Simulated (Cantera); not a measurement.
Mixture: C₃H₈ : O₂ : N₂ : CO₂ = 1 : 4.17 : 15.7 : 0.79 (molar parts), equivalence ratio 1.2, at 21.7 atm, adiabatic and at constant volume. Ignition delay is the time to a rise of 400 K.

Computed with Cantera and GRI-Mech 3.0 (53 species, 325 reactions). GRI-Mech 3.0 was tuned for natural gas; its chemistry of propane as a main component is partial and can be far from experiment. The pressure lies above the range GRI-Mech 3.0 was tuned for (to about 10 atm).

### Question
What does this change do: pressure from 21.7 atm to 9.87 atm?

### Answer
```tsv
quantity	before	after
delay at 1100 K	5.24 ms	11.0 ms
delay at 1175 K	1.41 ms	2.69 ms
delay at 1250 K	0.399 ms	0.689 ms
delay at 1325 K	0.121 ms	0.197 ms
delay at 1400 K	41.1 µs	65.0 µs
delay at 1475 K	16.0 µs	25.2 µs
apparent activation energy between 1325 and 1475 K	220 kJ/mol	220 kJ/mol
```
